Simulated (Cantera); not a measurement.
**Thermodynamics of hydrogen reduction and annealing atmospheres, feed Cu2O + H2 + N2**

Feed: 1 mol Cu2O, 2 mol H2, a varied amount of N2, held at 1523.15 K and 0.900 Torr.

Cantera equilibrium calculation (NASA polynomials, part measured and part estimated; ideal gas, pure solids and liquids). Candidate condensed phases: Cu, CuO, Cu(OH)2, Cu2O, H2O; 27 gas species. Equilibrium is a limit: real reactors are often held back by kinetics, nucleation or transport.

```json
[
 {"n(N2) (mol)": "8.9", "x N2": "0.808", "x H2O": "0.0908", "x H2": "0.0907", "x Cu": "0.0101", "n Cu(l)": "1.89"},
 {"n(N2) (mol)": "11", "x N2": "0.838", "x H2O": "0.0761", "x H2": "0.0761", "x Cu": "0.0101", "n Cu(l)": "1.87"},
 {"n(N2) (mol)": "13", "x N2": "0.858", "x H2O": "0.0660", "x H2": "0.0659", "x Cu": "0.0101", "n Cu(l)": "1.85"},
 {"n(N2) (mol)": "16", "x N2": "0.880", "x H2O": "0.0550", "x H2": "0.0549", "x Cu": "0.0101", "n Cu(l)": "1.82"},
 {"n(N2) (mol)": "19", "x N2": "0.896", "x H2O": "0.0471", "x H2": "0.0471", "x Cu": "0.0101", "n Cu(l)": "1.79"},
 {"n(N2) (mol)": "23", "x N2": "0.911", "x H2O": "0.0396", "x H2": "0.0395", "x Cu": "0.0101", "n Cu(l)": "1.75"},
 {"n(N2) (mol)": "27", "x N2": "0.922", "x H2O": "0.0341", "x H2": "0.0341", "x Cu": "0.0101", "n Cu(l)": "1.71"},
 {"n(N2) (mol)": "33", "x N2": "0.933", "x H2O": "0.0283", "x H2": "0.0282", "x Cu": "0.0101", "n Cu(l)": "1.64"},
 {"n(N2) (mol)": "39", "x N2": "0.942", "x H2O": "0.0241", "x H2": "0.0241", "x Cu": "0.0101", "n Cu(l)": "1.58"},
 {"n(N2) (mol)": "47", "x N2": "0.949", "x H2O": "0.0202", "x H2": "0.0202", "x Cu": "0.0101", "n Cu(l)": "1.50"},
 {"n(N2) (mol)": "57", "x N2": "0.956", "x H2O": "0.0168", "x H2": "0.0167", "x Cu": "0.0101", "n Cu(l)": "1.40"}
]
```
x: gas mole fraction; n: condensed amount in mol.

From 8.9 mol N2 to 57 mol N2 the condensed part is Cu(l). The main Cu-bearing gas is Cu throughout. The share of Cu in condensed phases is highest at 8.9 mol N2 (94.5 %) and lowest at 57 mol N2 (70.0 %).
